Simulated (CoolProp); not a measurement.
Cyclohexane along the isotherm 607.8 K: density (kg/m³) from the reference equation and from simpler models built on Tc = 553.6 K, pc = 40.81 bar, ω = 0.209; each cubic takes its own stable root.

Computed with CoolProp (reference Helmholtz-energy equation of state, Zhou 2014).

| p (bar) | phase | reference | ideal gas | van der Waals | Redlich-Kwong | Soave-Redlich-Kwong |
|---|---|---|---|---|---|---|
| 0.645 | gas | 1.078 | 1.074 | 1.078 | 1.079 | 1.078 |
| 1.09 | gas | 1.828 | 1.815 | 1.827 | 1.828 | 1.827 |
| 1.84 | gas | 3.100 | 3.064 | 3.098 | 3.101 | 3.099 |
| 3.1 | gas | 5.265 | 5.163 | 5.258 | 5.268 | 5.263 |
| 5.23 | gas | 9.006 | 8.710 | 8.989 | 9.015 | 9.002 |
| 8.83 | gas | 15.58 | 14.71 | 15.53 | 15.61 | 15.57 |
| 14.9 | gas | 27.50 | 24.81 | 27.35 | 27.57 | [?] |
| 25.2 | gas | 50.73 | 41.97 | 50.40 | 50.98 | 50.42 |
| 42.4 | supercritical | 103.6 | [?] | 104.9 | 104.9 | [?] |
| 71.6 | supercritical | [?] | 119.2 | 272.9 | 277.1 | 252.3 |
| 121 | supercritical | [?] | 201.5 | 343.5 | 398.9 | 384.6 |
| 204 | supercritical | 500.2 | [?] | 389.5 | 476.9 | 467.8 |

Problem. Fill in the missing entries.

Solution. 
- 14.9, Soave-Redlich-Kwong: 27.43
- 42.4, ideal gas: 70.61
- 42.4, Soave-Redlich-Kwong: 101.6
- 71.6, reference: 286.0
- 121, reference: 430.8
- 204, ideal gas: 339.7
